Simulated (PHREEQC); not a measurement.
Dissolve 0.41 mol HF, 0.00037 mol NaF and 0.032 mol HCl per kg of water at 20 °C. Closed to the air; pH follows from the charge balance.

All values are PHREEQC results (ion-association model, phreeqc.dat), not measurements.

```csv
quantity,before,after
pH,1.36,1.93
ionic strength (mol/kgw),0.0511,0.0130
HF2- (mol/kgw),0.0112,0.00142
NaF (mol/kgw),1.12e-6,1.75e-7
SI of Halite (NaCl),-6.67,-7.99
```

### Question
Which change was made?
(A) HCl from 0.032 to 0.16 mol/kgw
(B) temperature from 20 to 15 °C
(C) diluted 5-fold with water
(D) diluted 100-fold with water
(E) 0.043 mol/kgw HNO3 added

### Answer
C, diluted 5-fold with water

This is a speciation only: nothing precipitates in the calculation.
